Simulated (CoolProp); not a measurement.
The numbers come from the reference Helmholtz-energy equation of state, Zhou 2012 in CoolProp.

### Question
Give the vapour pressure (MPa), liquid density (kg/m³), surface tension (mN/m), liquid viscosity (µPa s) of saturated m-xylene at 89.25 °C.

### Answer
```csv
T (°C),p (MPa),liquid density (kg/m³),surface tension (mN/m),liquid viscosity (µPa s)
89.25,0.0214,803,21.2,316
```

Viscosity comes from a separate model (Cao 2016). Surface tension comes from a separate correlation (Mulero 2014).
